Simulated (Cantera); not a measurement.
Input (Python, Cantera) and output of one run.

```python
import numpy as np
import cantera as ct

gas_names = """
    AL ALH ALO ALOH ALO2 ALO2H AL2 AL2O AL2O2 H HALO HO2 H2 H2O H2O2 O OH O2 O3
""".split()
cond_names = """
    AL(cr) AL(L) AL2O3(a) AL2O3(L) H2O(s) H2O(L)
""".split()


# ... load() reads the species with a 1 bar reference pressure and builds the phases ...
atoms = {
    'Al2O3': {'AL': 2, 'O': 3},
    'H2': {'H': 2},
}
top_T = {}  # K; cautious upper limits of use, not melting points


# ... equilibrate(T, P, feed) seeds the gas with the atoms and calls Mixture.equilibrate('TP', solver="vcs", rtol=1e-11, max_steps=5000) ...
results = []
feed = {'Al2O3': 1, 'H2': 7.4}  # mol
T = 1773  # K
P = 25  # Pa
mix = equilibrate(T, P, feed)
results.append((T, P, feed, dict(zip(mix.species_names, mix.species_moles))))
x = sorted(zip(gas.X, gas.species_names), reverse=True)
print(f"T = {T:g} K  P = {P:g} Pa  gas = {mix.phase_moles(0):.4g} mol")
print("   x: " + "  ".join(f"{s} {v:.3e}" for v, s in x if v > 0.0001))
print("   condensed (mol): " + ("  ".join(f"{mix.phase(i).name} {mix.phase_moles(i):.4g}"
      for i in range(1, mix.n_phases) if mix.phase_moles(i) > 1e-12) or "none"))
```

Output:

```
T = 1773 K  P = 25 Pa  gas = 7.468 mol
   x: H2 9.818e-01  H 1.783e-02  H2O 2.155e-04  AL 1.305e-04
   condensed (mol): AL2O3(a) 0.9994
```

Equilibrium computed with Cantera from the NASA thermochemical tables; the gas is ideal and each condensed phase is pure.
